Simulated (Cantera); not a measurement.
**Reactions in the system Ca-Cl-H**

Cantera with NASA thermochemical tables; ideal gases at 1 bar, condensed phases pure. Values are per mole of reaction as written; species without (g) are pure solids or liquids, kept so even where they would boil at 1 bar.

CaCl2 + 2 H(g) = 2 HCl(g) + Ca

```tsv
T (K)	ΔH° (kJ)	ΔS° (J/K)	ΔG° (kJ)	log10 K	condensed phases
673	163.6	57.0	125.2	-9.72	CaCl2(s), Ca(s)
873	158.4	50.3	114.4	-6.85	CaCl2(s), Ca(s)
1073	123.1	16.1	105.8	-5.15	CaCl2(l), Ca(s)
1273	123.3	16.6	102.1	-4.19	CaCl2(l), Ca(l)
1473	115.5	10.9	99.4	-3.52	CaCl2(l), Ca(l)
1673	108.0	6.2	97.7	-3.05	CaCl2(l), Ca(l)
1873	100.8	2.1	96.9	-2.70	CaCl2(l), Ca(l)
2073	93.8	-1.5	96.8	-2.44	CaCl2(l), Ca(l)
2273	86.9	-4.6	97.5	-2.24	CaCl2(l), Ca(l)
```
